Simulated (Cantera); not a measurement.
A Cantera script and its output.

```python
import numpy as np
import cantera as ct

gas = ct.Solution("gri30.yaml")
gas.TPX = 548, 1000000, {'H2': 1, 'O2': 0.455, 'N2': 1.71}
inlet = ct.Reservoir(gas, clone=True)
gas.equilibrate("HP")  # start burning
reactor = ct.IdealGasConstPressureReactor(gas, energy="on", clone=False)
exhaust = ct.Reservoir(gas, clone=True)
tau = [0.22, 0.091, 0.037, 0.015, 0.0059, 0.0024, 0.00097, 0.00039, 0.00016, 6.3e-05, 2.5e-05, 1e-05, 4.1e-06][0]
for a, b in ((inlet, reactor), (reactor, exhaust)):
    ct.MassFlowController(a, b, mdot=lambda t: reactor.mass / tau)
net = ct.ReactorNet([reactor])
show = ['H2', 'O2', 'H', 'H2O2', 'HO2']

rows = []
print(f"{'tau/s':>10s}{'T/K':>9s}" + "".join(f"{s:>11s}" for s in show))
for tau in [0.22, 0.091, 0.037, 0.015, 0.0059, 0.0024, 0.00097, 0.00039, 0.00016, 6.3e-05, 2.5e-05, 1e-05, 4.1e-06]:
    net.initial_time = 0.0
    net.advance(30 * tau)
    before = gas.X
    net.advance(40 * tau)
    drift = np.max(np.abs(gas.X - before) / (gas.X + 1e-9))
    rows.append([gas.T, *gas[show].X, drift])
    print(f"{tau:10.3e}{gas.T:9.1f}" + "".join(f"{x:11.3e}" for x in gas[show].X))
```

Output:

```
     tau/s      T/K         H2         O2          H       H2O2        HO2
 2.200e-01   2599.0  3.723e-02  6.967e-04  2.354e-03  2.358e-07  8.136e-07
 9.100e-02   2598.9  3.723e-02  7.014e-04  2.359e-03  2.368e-07  8.190e-07
 3.700e-02   2598.6  3.724e-02  7.133e-04  2.373e-03  2.393e-07  8.324e-07
 1.500e-02   2597.9  3.728e-02  7.421e-04  2.406e-03  2.455e-07  8.653e-07
 5.900e-03   2596.2  3.737e-02  8.144e-04  2.488e-03  2.608e-07  9.495e-07
 2.400e-03   2592.3  3.760e-02  9.759e-04  2.672e-03  2.947e-07  1.146e-06
 9.700e-04   2583.1  3.819e-02  1.322e-03  3.066e-03  3.659e-07  1.608e-06
 3.900e-04   2564.3  3.949e-02  1.995e-03  3.838e-03  4.978e-07  2.643e-06
 1.600e-04   2531.6  4.181e-02  3.131e-03  5.185e-03  7.027e-07  4.766e-06
 6.300e-05   2477.0  4.558e-02  5.009e-03  7.578e-03  1.003e-06  9.227e-06
 2.500e-05   2396.6  5.074e-02  7.758e-03  1.149e-02  1.386e-06  1.783e-05
 1.000e-05   2285.8  5.722e-02  1.159e-02  1.751e-02  1.874e-06  3.391e-05
 4.100e-06   2144.7  6.514e-02  1.683e-02  2.574e-02  2.576e-06  6.303e-05
```

Model: GRI-Mech 3.0 (53 species, 325 reactions), integrated in Cantera. The hydrogen kinetics of GRI-Mech 3.0 are dated; newer H2 mechanisms differ, most at raised pressure.
